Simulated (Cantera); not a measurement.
## Ignition delay

Mixture: CH4 : CO : O2 : N2 = 1 : 0.061 : 1.35 : 5.09 (molar parts), at 1.01 bar, adiabatic and at constant volume. Ignition delay is the time to a rise of 400 K.

Model: GRI-Mech 3.0 (53 species, 325 reactions), integrated in Cantera.

```csv
T0 (K),delay (ms)
1275,19.9
1350,7.44
1425,3.00
1500,1.31
1575,0.622
1650,0.322
```

The apparent activation energy between 1500 and 1650 K is 190 kJ/mol.
